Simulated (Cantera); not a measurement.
# Fluorocarbon and chlorocarbon gases: CCl4 + H2

Feed: 1 mol CCl4, a varied amount of H2, at 725 K and 880 Pa.

Equilibrium computed with Cantera from the NASA thermochemical tables; the gas is ideal and each condensed phase is pure. Candidate condensed phases: C, C6H6, C7H8, C8H18; 91 gas species. Gases not in the tables: chlorinated aromatics. Equilibrium is a limit: real reactors are often held back by kinetics, nucleation or transport.

| n(H2) (mol) | x HCl | x Cl2 | x H2 | x CCl4 | x CH4 | x Cl | x C2Cl4 | n C(graphite) |
|---|---|---|---|---|---|---|---|---|
| 0.05 | 0.0489 | 0.948 | <1e-12 | 0.00339 | <1e-12 | 1.42e-5 | 6.99e-8 | 0.993 |
| 0.079 | 0.0762 | 0.921 | <1e-12 | 0.00319 | <1e-12 | 1.40e-5 | 6.60e-8 | 0.993 |
| 0.13 | 0.122 | 0.875 | <1e-12 | 0.00288 | <1e-12 | 1.37e-5 | 5.96e-8 | 0.994 |
| 0.2 | 0.182 | 0.815 | <1e-12 | 0.00251 | <1e-12 | 1.32e-5 | 5.17e-8 | 0.995 |
| 0.32 | 0.276 | 0.722 | <1e-12 | 0.00196 | <1e-12 | 1.24e-5 | 4.05e-8 | 0.995 |
| 0.5 | 0.401 | 0.598 | <1e-12 | 0.00135 | <1e-12 | 1.13e-5 | 2.79e-8 | 0.997 |
| 0.79 | 0.567 | 0.433 | <1e-12 | 0.000705 | <1e-12 | 9.62e-6 | 1.46e-8 | 0.998 |
| 1.3 | 0.788 | 0.212 | <1e-12 | 0.000169 | <1e-12 | 6.73e-6 | 3.49e-9 | 0.999 |
| 2 | 1.00 | 7.37e-8 | 7.57e-8 | <1e-12 | <1e-12 | 3.97e-9 | <1e-12 | 1.00 |
| 3.1 | 0.786 | <1e-12 | 0.212 | <1e-12 | 0.00203 | 1.86e-12 | <1e-12 | 0.990 |
x: gas mole fraction; n: condensed amount in mol.

From 0.05 mol H2 to 3.1 mol H2 the condensed part is C(graphite). The main C-bearing gas is CCl4 at 0.05 mol H2 and CH4 at 3.1 mol H2. The share of C in condensed phases is highest at 2 mol H2 (100.0 %) and lowest at 3.1 mol H2 (99.0 %).
